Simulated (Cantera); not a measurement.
Input: 1 mol Cu2O, 4.5 mol H2, at 2048.15 K and 10000 Pa.

Cantera equilibrium calculation (NASA polynomials, part measured and part estimated; ideal gas, pure solids and liquids). Candidate condensed phases: Cu, CuO, Cu(OH)2, Cu2O, H2O; 12 gas species. Kinetics and transport are ignored.

Base state: H2 0.720, H2O 0.206, Cu 0.0666, H 0.00602, Cu2 0.000323, OH 0.000188 (mole fractions); condensed: Cu(l).

**Question.** What changes in the equilibrium state with this change: temperature from 2048.15 K to 698 K?

**Answer.** 
```
species       before  after
----------  --------  -----
H2             0.720  0.778
H2O            0.206  0.222
Cu            0.0666  <1e-9
H            0.00602  <1e-9
Cu2         0.000323  <1e-9
OH          0.000188  <1e-9
Cu(l), mol      1.67      0
Cu(s), mol         0   2.00
```
